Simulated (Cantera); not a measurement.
A Cantera script and its output.

```python
import numpy as np
import cantera as ct

gas = ct.Solution("gri30.yaml")
gas.TPX = 1623, 2800000, {'CH4': 1, 'H2O': 2.7}
reactor = ct.IdealGasConstPressureReactor(gas, energy="off", clone=False)
net = ct.ReactorNet([reactor])
net.rtol, net.atol = 1e-08, 1e-18
show = ['CH4', 'H2O', 'CH2CO', 'C2H4', 'HCO', 'C2H6', 'C2H']
times = np.geomspace(2e-06, 3, 11)

steps = ct.SolutionArray(gas, extra=["t"])
rows = []
print(f"{'t/s':>10s}{'T/K':>9s}{'P/Pa':>11s}" + "".join(f"{s:>11s}" for s in show))
for t in times:
    while net.time < t:
        t_next = net.step()
        steps.append(gas.state, t=t_next)
    rows.append([np.interp(t, steps.t, y) for y in (steps.T, steps.P, *steps(*show).X.T)])
    print(f"{t:10.3e}{rows[-1][0]:9.1f}{rows[-1][1]:11.4g}" + "".join(f"{x:11.3e}" for x in rows[-1][2:]))
rate = np.gradient(steps.T, steps.t)
print("integrator steps:", len(steps.t))
if steps.T.max() > steps.T[0] + 200:
    print(f"time of steepest temperature rise: {steps.t[rate.argmax()]:.4e} s")
gas.TPX = 1623, 2800000, {'CH4': 1, 'H2O': 2.7}
gas.equilibrate("TP")
print(f"equilibrium (TP): T = {gas.T:.1f} K  " + "  ".join(f"{s} {gas[s].X[0]:.3e}" for s in show))
```

Result:

```
       t/s      T/K       P/Pa        CH4        H2O      CH2CO       C2H4        HCO       C2H6        C2H
 2.000e-06   1623.0    2.8e+06  2.702e-01  7.297e-01  4.104e-16  2.499e-07  8.792e-14  3.241e-06  3.403e-18
 8.292e-06   1623.0    2.8e+06  2.700e-01  7.297e-01  5.916e-13  7.474e-06  4.267e-12  7.695e-05  1.655e-15
 3.438e-05   1623.0    2.8e+06  2.690e-01  7.296e-01  1.504e-10  8.628e-05  4.734e-11  4.470e-04  1.239e-13
 1.425e-04   1623.0    2.8e+06  2.646e-01  7.287e-01  3.544e-08  1.040e-03  4.741e-10  1.381e-03  9.910e-12
 5.908e-04   1623.0    2.8e+06  2.461e-01  7.203e-01  3.417e-06  5.829e-03  9.650e-10  1.437e-03  3.675e-10
 2.449e-03   1623.0    2.8e+06  1.954e-01  6.891e-01  2.519e-05  8.463e-03  8.183e-10  6.563e-04  2.282e-09
 1.016e-02   1623.0    2.8e+06  1.277e-01  6.396e-01  3.810e-05  1.596e-02  1.628e-09  3.585e-04  3.966e-09
 4.210e-02   1623.0    2.8e+06  1.183e-01  5.777e-01  2.219e-05  1.409e-02  4.500e-09  3.274e-04  2.544e-09
 1.745e-01   1623.0    2.8e+06  1.086e-01  4.837e-01  5.951e-06  6.227e-03  1.174e-08  1.981e-04  6.998e-10
 7.236e-01   1623.0    2.8e+06  6.713e-02  3.835e-01  1.255e-06  1.315e-03  2.401e-08  5.627e-05  9.466e-11
 3.000e+00   1623.0    2.8e+06  2.057e-02  3.054e-01  2.628e-07  8.318e-05  3.646e-08  4.344e-06  4.444e-12
integrator steps: 1684
equilibrium (TP): T = 1623.0 K  CH4 7.921e-05  H2O 2.741e-01  CH2CO 1.016e-09  C2H4 1.080e-09  HCO 4.221e-08  C2H6 6.049e-11  C2H 5.210e-17
```

Detailed kinetics in Cantera: GRI-Mech 3.0 (53 species, 325 reactions). The pressure lies above the range GRI-Mech 3.0 was tuned for (to about 10 atm).
